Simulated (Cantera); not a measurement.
An isothermal, constant-pressure homogeneous reactor starts with 2.40 % CO, 5.26 % O2, 0.0664 % H2O, 92.3 % N2, equivalence ratio 0.23, at 1125 K and 428 Torr.

Detailed kinetics in Cantera: GRI-Mech 3.0 (53 species, 325 reactions).

x: mole fraction; the columns are a selection and need not sum to one.

| t (s) | x CO | x O2 | x H2O | x NO | x CO2 | x O | x H2 |
|---|---|---|---|---|---|---|---|
| 0.000300 | 0.0240 | 0.0526 | 0.000664 | <1e-12 | 3.11e-9 | 2.94e-9 | <1e-12 |
| 0.000668 | 0.0240 | 0.0526 | 0.000664 | <1e-12 | 7.48e-9 | 6.61e-9 | <1e-12 |
| 0.00149 | 0.0240 | 0.0526 | 0.000664 | <1e-12 | 2.04e-8 | 1.57e-8 | 3.17e-12 |
| 0.00331 | 0.0240 | 0.0526 | 0.000664 | <1e-12 | 7.58e-8 | 4.58e-8 | 2.68e-11 |
| 0.00737 | 0.0240 | 0.0526 | 0.000664 | <1e-12 | (withheld) | (withheld) | 3.75e-10 |
| 0.0164 | 0.0239 | 0.0526 | 0.000663 | 5.40e-12 | 5.47e-5 | 2.39e-5 | 1.78e-7 |
| 0.0366 | (withheld) | (withheld) | 0.000629 | (withheld) | (withheld) | (withheld) | (withheld) |
| 0.0814 | 0.00375 | 0.0428 | 0.000657 | 2.98e-7 | 0.0205 | 0.000140 | 4.17e-6 |
| 0.181 | 0.000876 | 0.0415 | 0.000667 | 3.72e-7 | 0.0234 | 3.33e-5 | 9.39e-7 |
| 0.403 | 0.000181 | 0.0412 | 0.000670 | 4.04e-7 | 0.0241 | 7.01e-6 | 1.57e-7 |
| 0.898 | 3.32e-5 | 0.0411 | 0.000672 | 4.14e-7 | 0.0242 | 1.33e-6 | 2.20e-8 |
| 2.00 | 5.39e-6 | 0.0411 | 0.000672 | 4.19e-7 | 0.0243 | 2.37e-7 | 3.11e-9 |

Task: Fill in the missing entries.

Result: 
- 0.00737, x CO2: 6.04e-7
- 0.00737, x O: 2.85e-7
- 0.0366, x CO: 0.0131
- 0.0366, x O2: 0.0471
- 0.0366, x NO: 1.36e-7
- 0.0366, x CO2: 0.0110
- 0.0366, x O: 0.000470
- 0.0366, x H2: 1.20e-5
